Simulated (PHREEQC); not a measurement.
PHREEQC input (ion-association model, wateq4f.dat):

```
SOLUTION_SPECIES
  2 NO3- + 12 H+ + 10 e- = N2 + 6 H2O  # shut off: nitrate stays nitrate
    -log_k -100
    -delta_h 0
    -analytic -100
SOLUTION 1
  temp 20
  units mol/kgw
  pH 7 charge
  S(6) 0.014
  Zn 0.014
  Na 0.0014
  Cl 0.11
SOLUTION 2
  temp 20
  units mol/kgw
  pH 7 charge
  N(5) 0.033
  Cl 0.00706
  Ni 0.0032
  Cu(2) 0.00033
END
SELECTED_OUTPUT 1
  -reset false
  -pH true
  -pe true
  -ionic_strength true
  -water true
  -totals Cl Cu N Na Ni S Zn Cu(1) Cu(2) N(5)
    N(3) N(0) N(-3) S(-2) S(6)
  -molalities H+ Cl- Cu+2 NO3- Na+ Ni+2 SO4-2 Zn+2 NH3 NaSO4-
    HSO4- H2S HS- S-2 O2 NH4+ NH4SO4- OH- CuCl2- CuCl3-2
    Cu+ CuCl+ CuCl2 CuCl3- CuCl4-2 CuOH+ Cu(OH)2 Cu(OH)3- Cu(OH)4-2 Cu2(OH)2+2
    CuSO4 Cu(HS)3- ZnCl+ ZnCl2 ZnCl3- ZnCl4-2 ZnOH+ Zn(OH)2 Zn(OH)3- Zn(OH)4-2
    ZnOHCl Zn(HS)2 Zn(HS)3- ZnSO4 Zn(SO4)2-2 NO2- NiCl+ NiOH+ Ni(OH)2 Ni(OH)3-
    NiSO4 NiCl2 Ni(SO4)2-2
  -equilibrium_phases Cu(OH)2 Brochantite Antlerite Atacamite Cu2(OH)3NO3 Zn(OH)2-a Zn4(OH)6SO4 Zn5(OH)8Cl2 Ni(OH)2 Ni4(OH)6SO4
    Halite Mirabilite Chalcanthite Goslarite Morenosite
PRINT
  -reset false
MIX 1
  1 1
  2 0
EQUILIBRIUM_PHASES 1
  Cu(OH)2 0 0
  Brochantite 0 0
  Antlerite 0 0
  Atacamite 0 0
  Cu2(OH)3NO3 0 0
  Zn(OH)2-a 0 0
  Zn4(OH)6SO4 0 0
  Zn5(OH)8Cl2 0 0
  Ni(OH)2 0 0
  Ni4(OH)6SO4 0 0
  Halite 0 0
  Mirabilite 0 0
  Chalcanthite 0 0
  Goslarite 0 0
  Morenosite 0 0
  O2(g) -0.68 10
END
# ... the last block is repeated for the other 10 points of share of solution B
```

Selected output (columns that matter, 11 of 11 rows; share of solution B added in front):

```
share of solution B	pH	mu	Cl	Cu	N	Na	Ni	S	Zn	m_H+	m_Cl-	m_Cu+2	m_NO3-	m_Na+
0	1.0952	0.14006	0.11	0	0	0.0014	0	0.014	0.014	0.098808	0.10884	0	0	0.0013929
0.1	1.1232	0.13069	0.099706	3.3e-05	0.0033	0.00126	0.00032	0.0126	0.0126	0.092329	0.098711	2.8675e-05	0.0033	0.0012539
0.2	1.1532	0.12128	0.089412	6.6e-05	0.0066	0.00112	0.00064	0.0112	0.0112	0.085836	0.088569	5.7798e-05	0.0066	0.0011149
0.3	1.1857	0.11183	0.079118	9.9e-05	0.0099	0.00098	0.00096	0.0098	0.0098	0.079326	0.078417	8.7439e-05	0.0099	0.00097581
0.4	1.2211	0.10233	0.068824	0.000132	0.0132	0.00084	0.00128	0.0084	0.0084	0.072798	0.068254	0.00011769	0.0132	0.00083668
0.5	1.26	0.092767	0.05853	0.000165	0.0165	0.0007	0.0016	0.007	0.007	0.066249	0.05808	0.00014869	0.0165	0.00069751
0.6	1.303	0.08314	0.048236	0.000198	0.0198	0.00056	0.00192	0.0056	0.0056	0.059675	0.047895	0.00018063	0.0198	0.00055826
0.7	1.3513	0.073431	0.037942	0.000231	0.0231	0.00042	0.00224	0.0042	0.0042	0.053071	0.037698	0.0002138	0.0231	0.00041892
0.8	1.4063	0.063618	0.027648	0.000264	0.0264	0.00028	0.00256	0.0028	0.0028	0.046431	0.027489	0.00024867	0.0264	0.00027946
0.9	1.4703	0.05367	0.017354	0.000297	0.0297	0.00014	0.00288	0.0014	0.0014	0.039745	0.017267	0.00028608	0.0297	0.00013985
1	1.5468	0.043531	0.00706	0.00033	0.033	0	0.0032	0	0	0.033	0.0070302	0.00032758	0.033	0
```

Complexes and solids missing from the database can't appear.
